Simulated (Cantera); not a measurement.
Mixture: CH4 : CO : O2 : N2 : CO2 = 1 : 0.21 : 2.13 : 8.93 : 0.41 (molar parts), equivalence ratio 0.99, at 390000 Pa, adiabatic and at constant volume. Ignition delay is the time to a rise of 400 K.

Model: GRI-Mech 3.0 (53 species, 325 reactions), integrated in Cantera.

Predict: delay at 1075 K; delay at 1175 K; delay at 1275 K; delay at 1375 K; delay at 1475 K; apparent activation energy between 1425 and 1525 K.


```json
{
 "delay at 1075 K": "0.111 s",
 "delay at 1175 K": "24.2 ms",
 "delay at 1275 K": "6.22 ms",
 "delay at 1375 K": "1.83 ms",
 "delay at 1475 K": "0.600 ms",
 "apparent activation energy between 1425 and 1525 K": "190 kJ/mol"
}
```
